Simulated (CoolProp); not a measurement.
C2F6 (R116) at several states: Z from the reference equation and from simpler models built on Tc = 19.9 °C, pc = 3.048 MPa, ω = 0.257; each cubic takes its own stable root.

Computed with CoolProp (reference Helmholtz-energy equation of state, Lemmon 2006). It is a short technical equation, of lower accuracy than the large ones.

| T (°C) | p (MPa) | phase | reference |
|---|---|---|---|
| 121.75 | 9.55 | supercritical | 0.7467 |
| 33.85 | 6.48 | supercritical | 0.3580 |
| -54.05 | 0.0549 | gas | 0.9840 |
| 88.95 | 0.25 | gas | 0.9870 |
| 60.65 | 0.116 | gas | 0.9919 |
| -69.85 | 1.64 | liquid | 0.08498 |

**Question.** How far does each simpler model (van der Waals, Redlich-Kwong, Soave-Redlich-Kwong, Peng-Robinson) lie from the reference over these 6 states: mean and median of the absolute difference, and the worst?

**Answer.** 
- van der Waals: mean 15.8 %, median 4.9 %, worst +56.7 % at -69.85 °C and 1.64 MPa
- Redlich-Kwong: mean 4.1 %, median 3.3 %, worst +9.1 % at 33.85 °C and 6.48 MPa
- Soave-Redlich-Kwong: mean 3.8 %, median 2.3 %, worst +12.4 % at 33.85 °C and 6.48 MPa
- Peng-Robinson: mean 1.7 %, median 0.2 %, worst -7.6 % at -69.85 °C and 1.64 MPa
